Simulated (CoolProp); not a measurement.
R124 along the isobar 802 kPa: density (kg/m³) from the reference equation and from simpler models built on Tc = 395.4 K, pc = 3624 kPa, ω = 0.288; each cubic takes its own stable root.

Computed with CoolProp (reference Helmholtz-energy equation of state, de Vries 1995).

| T (K) | phase | reference | Redlich-Kwong | Soave-Redlich-Kwong | Peng-Robinson |
|---|---|---|---|---|---|
| 163.8 | liquid | 1740 | 1538 | 1563 | 1753 |
| 197.8 | liquid | 1651 | 1466 | 1502 | 1689 |
| 231.8 | liquid | 1560 | 1383 | 1429 | 1612 |
| 265.9 | liquid | 1462 | 1285 | 1340 | 1515 |
| 299.9 | liquid | 1352 | 1165 | 1227 | 1391 |
| 333.9 | gas | 46.85 | 45.62 | 46.26 | 46.79 |
| 367.9 | gas | 40.05 | 39.74 | 39.91 | 40.31 |
| 402 | gas | 35.44 | 35.42 | 35.39 | 35.70 |
| 436 | gas | 31.99 | 32.07 | 31.94 | 32.20 |
| 470 | gas | 29.25 | 29.36 | 29.20 | 29.40 |
